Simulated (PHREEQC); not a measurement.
# Nickel, zinc or cadmium bath

Consider water at 25 °C with 0.025 mol/kgw Ni(NO3)2 and 0.018 mol/kgw KCl. Closed to the air; pH follows from the charge balance.

The numbers come from PHREEQC with the ion-association model, wateq4f.dat.

Precipitation was switched off in this run.

Task: Predict the pH.

Result: pH 5.93.

Task: In which forms is Ni present?

Result: Ni+2 98 %, NiCl+ 1.6 % of the Ni.
